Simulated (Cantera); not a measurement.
Charge: 1 mol B2O3, 3 mol HF, 1.9 mol H2, at 800 °C and 0.000370 bar.

Equilibrium computed with Cantera from the NASA thermochemical tables; the gas is ideal and each condensed phase is pure. Candidate condensed phases: B, B2O3, B3O3H3, H2O; 43 gas species. The numbers say what is thermodynamically allowed, not how fast it happens.

Base state: H2 0.402, HF 0.334, H2O 0.149, BF3 0.0839, BOF 0.0191, B3O3F3 0.00974, HBO2 0.00218, (HBO2)3 2.18e-5 (mole fractions); condensed: B2O3(l).

Problem. What changes in the equilibrium state with this change: pressure from 0.000370 bar to 0.000140 bar?

Solution. 
```tsv
species	before	after
H2	0.402	0.396
HF	0.334	0.353
H2O	0.149	0.134
BOF	0.0191	0.0345
BF3	0.0839	0.0709
(HBO2)3	2.18e-5	1.15e-5
HBO2	0.00218	0.00336
B3O3F3	0.00974	0.00823
B2O3(l), mol	0.682	0.680
```
